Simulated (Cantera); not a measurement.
Charge: 1 mol Cu2O, 0.43 mol CH4, 0.34 mol H2, 0.71 mol C, held at 1.20 mbar.

These are equilibrium values from Cantera (NASA tables, ideal gas, pure condensed phases), not measurements of a reactor. Candidate condensed phases: C, C6H6, C7H8, C8H18, Cu, CuO, Cu(OH)2, Cu2O, H2O; 113 gas species. Kinetics and transport are ignored.

### Question
Which condensed phases are stable at each of these points (T (°C)): 675, 825, 975, 1125, 1275, 1425, 1575, 1725, 1875, 2025, 2175, 2325?

### Answer
```tsv
T (°C)	condensed phases	Cu condensed (%)
675	C(graphite) + Cu(s)	100.0
825	C(graphite) + Cu(s)	100.0
975	C(graphite) + Cu(s)	100.0
1125	C(graphite) + Cu(l)	99.9
1275	C(graphite) + Cu(l)	98.3
1425	C(graphite) + Cu(l)	83.6
1575	C(graphite)	0.0
1725	C(graphite)	0.0
1875	C(graphite)	0.0
2025	C(graphite)	0.0
2175	C(graphite)	0.0
2325	C(graphite)	0.0
```

From 675 °C to 975 °C the condensed part is C(graphite) + Cu(s). From 1125 °C to 1425 °C the condensed part is C(graphite) + Cu(l). From 1575 °C to 2325 °C the condensed part is C(graphite).
